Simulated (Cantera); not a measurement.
Input: 1 mol B2O3, 1.6 mol N2, 37 mol H2, held at 10.0 mbar.

Cantera equilibrium calculation (NASA polynomials, part measured and part estimated; ideal gas, pure solids and liquids). Candidate condensed phases: B, BN, B2O3, B3O3H3, H2O; 39 gas species. N2 is the only nitrogen source here; it is nearly inert below about 1500 K, so the nitride shown seldom forms there in practice. Mutual solubility and eutectic melting of coexisting phases are not modelled. Kinetics and transport are ignored.

Problem. Which condensed phases are stable at each of these points (T (°C)): 1027, 1102, 1177, 1252, 1327, 1402, 1477, 1552, 1627, 1702, 1777?

Solution. 
| T (°C) | condensed phases | B condensed (%) |
|---|---|---|
| 1027 | BN(s) + B2O3(l) | 98.2 |
| 1102 | BN(s) + B2O3(l) | 94.8 |
| 1177 | BN(s) + B2O3(l) | 85.1 |
| 1252 | B2O3(l) | 55.5 |
| 1327 | gas only | 0.0 |
| 1402 | gas only | 0.0 |
| 1477 | gas only | 0.0 |
| 1552 | gas only | 0.0 |
| 1627 | gas only | 0.0 |
| 1702 | gas only | 0.0 |
| 1777 | gas only | 0.0 |

From 1027 °C to 1177 °C the condensed part is BN(s) + B2O3(l). At 1252 °C the condensed part is B2O3(l). From 1327 °C to 1777 °C nothing is condensed.
